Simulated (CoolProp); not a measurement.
Vapour-liquid equilibrium of dimethyl carbonate (1) + n-octane (2) at 24.3 kPa; x and y are mole fractions of (1).

Values from CoolProp's multi-fluid Helmholtz-energy mixture model, Zhou 2011 and Beckmüller 2019; pair parameters Bell 2016.

```json
[
 {"x": "0.05", "bubble temperature (°C)": "69.9", "y at the bubble point": "0.376", "dew temperature at overall composition x (°C)": "79.8", "liquid density (mol/L)": "5.929"},
 {"x": "0.125", "bubble temperature (°C)": "60.4", "y at the bubble point": "0.605", "dew temperature at overall composition x (°C)": "77.8", "liquid density (mol/L)": "6.230"},
 {"x": "0.2", "bubble temperature (°C)": "55.4", "y at the bubble point": "0.699", "dew temperature at overall composition x (°C)": "75.6", "liquid density (mol/L)": "6.519"},
 {"x": "0.275", "bubble temperature (°C)": "52.7", "y at the bubble point": "0.746", "dew temperature at overall composition x (°C)": "73.3", "liquid density (mol/L)": "6.813"},
 {"x": "0.35", "bubble temperature (°C)": "51.3", "y at the bubble point": "0.770", "dew temperature at overall composition x (°C)": "70.8", "liquid density (mol/L)": "7.121"},
 {"x": "0.425", "bubble temperature (°C)": "50.5", "y at the bubble point": "0.784", "dew temperature at overall composition x (°C)": "68.1", "liquid density (mol/L)": "7.452"},
 {"x": "0.5", "bubble temperature (°C)": "50.2", "y at the bubble point": "0.792", "dew temperature at overall composition x (°C)": "65.1", "liquid density (mol/L)": "7.810"},
 {"x": "0.575", "bubble temperature (°C)": "50.0", "y at the bubble point": "0.797", "dew temperature at overall composition x (°C)": "61.8", "liquid density (mol/L)": "8.204"},
 {"x": "0.65", "bubble temperature (°C)": "49.8", "y at the bubble point": "0.802", "dew temperature at overall composition x (°C)": "58.1", "liquid density (mol/L)": "8.639"},
 {"x": "0.725", "bubble temperature (°C)": "49.7", "y at the bubble point": "0.809", "dew temperature at overall composition x (°C)": "53.9", "liquid density (mol/L)": "9.122"},
 {"x": "0.8", "bubble temperature (°C)": "49.6", "y at the bubble point": "0.824", "dew temperature at overall composition x (°C)": "49.9", "liquid density (mol/L)": "9.661"},
 {"x": "0.875", "bubble temperature (°C)": "49.6", "y at the bubble point": "0.855", "dew temperature at overall composition x (°C)": "49.7", "liquid density (mol/L)": "10.26"},
 {"x": "0.95", "bubble temperature (°C)": "50.1", "y at the bubble point": "0.919", "dew temperature at overall composition x (°C)": "50.4", "liquid density (mol/L)": "10.93"}
]
```

y crosses x between x = 0.8 and 0.875: the model has an azeotrope there.

Pair parameters are fitted to limited data, so mixtures are less certain than the pure fluids. With so large a gap from Raoult's law the liquid may split in two, which this calculation doesn't test in full.
